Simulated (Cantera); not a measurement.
Counterflow diffusion flame

A counterflow diffusion flame at 1.70 bar, nozzles 20 mm apart: fuel side 84.9 % CO, 11.9 % H2, 3.23 % CH4 at 373 K, oxidiser side 19.0 % O2, 81.0 % N2 at 425 K, fuel mass flux 1 times the oxidiser's; mixture-averaged transport, no radiation.

Model: GRI-Mech 3.0 (53 species, 325 reactions), integrated in Cantera. GRI-Mech 3.0 has no aromatics or soot, which form on the fuel side of real flames. The maximum strain rate includes the flame's own expansion and is several times the mean.

```tsv
oxidiser flux (kg/m²/s)	max strain (1/s)	mean strain (1/s)	T max (K)	peak x OH	peak x H	peak x NO	peak x CO	peak x C2H2
1	285	73.3	2077	0.00582	0.00454	0.000113	0.856	0.000876
1.5	416	110	2038	0.00593	0.00526	9.38e-5	0.856	0.000909
2.1	571	154	2004	0.00597	0.00588	8.09e-5	0.856	0.000905
3.1	825	227	1962	0.00593	0.00665	6.81e-5	0.856	0.000863
4.5	1180	330	1920	0.00582	0.00739	5.69e-5	0.856	0.000780
6.5	1670	476	1879	0.00567	0.00813	4.69e-5	0.855	0.000671
9.5	2400	696	1833	0.00539	0.00881	3.68e-5	0.855	0.000524
14	3470	1030	1781	0.00498	0.00935	2.69e-5	0.855	0.000351
```
x: mole fraction; the columns are a selection and need not sum to one.
